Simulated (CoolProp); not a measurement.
Carbon dioxide along the isotherm 318.7 K: density (kg/m³) from the reference equation and from simpler models built on Tc = 304.1 K, pc = 73.77 bar, ω = 0.224; each cubic takes its own stable root.

The numbers come from the reference Helmholtz-energy equation of state, Span 1996 in CoolProp.

```tsv
p (bar)	phase	reference
2.84	gas	4.771
5.67	gas	9.637
8.51	gas	14.64
11.3	gas	19.68
14.2	gas	25.05
17	gas	30.38
19.9	gas	36.06
22.7	gas	41.70
25.5	gas	47.52
28.4	gas	53.74
31.2	gas	59.94
34	gas	66.36
36.9	gas	73.25
```

**Question.** How far does each simpler model (van der Waals, Redlich-Kwong, Soave-Redlich-Kwong, Peng-Robinson) lie from the reference over these 13 states: mean and median of the absolute difference, and the worst?

**Answer.** 
- van der Waals: mean 0.8 %, median 0.8 %, worst -1.5 % at 318.7 K and 36.9 bar
- Redlich-Kwong: mean 0.1 %, median 0.1 %, worst +0.2 % at 318.7 K and 36.9 bar
- Soave-Redlich-Kwong: mean 0.1 %, median 0.1 %, worst -0.3 % at 318.7 K and 36.9 bar
- Peng-Robinson: mean 0.9 %, median 0.9 %, worst +1.7 % at 318.7 K and 36.9 bar
